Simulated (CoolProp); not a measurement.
Vapour-liquid equilibrium of R143a (1) + R152A (2) at 234 K; x and y are mole fractions of (1).

Model: multi-fluid Helmholtz-energy mixture model, Lemmon and Jacobsen 2000 and Outcalt 1996; pair parameters Bell 2016, in CoolProp.

```
x     bubble pressure (MPa)  y at the bubble point  dew pressure at overall composition x (MPa)  liquid density (mol/L)
----  ---------------------  ---------------------  -------------------------------------------  ----------------------
0.05                0.05615                  0.162                                      0.05126                   15.66
0.15                0.06857                  0.378                                      0.05560                   15.42
0.25                0.07968                  0.519                                      0.06069                   15.19
0.35                0.08982                  0.621                                      0.06671                   14.97
0.45                0.09926                  0.702                                      0.07390                   14.75
0.55                 0.1082                  0.769                                      0.08255                   14.53
0.65                 0.1169                  0.828                                      0.09300                   14.32
0.75                    ___                  0.881                                       0.1056                   14.11
0.85                    ___                  0.930                                       0.1204                   13.91
0.95                 0.1422                    ___                                       0.1373                   13.71
```

Problem. Complete the blanks.

Solution. 
- 0.75, bubble pressure (MPa): 0.1254
- 0.85, bubble pressure (MPa): 0.1338
- 0.95, y at the bubble point: 0.977

No azeotrope shows between x = 0.05 and 0.95.

The pair parameters rest on a limited set of measurements; away from them the model extrapolates.
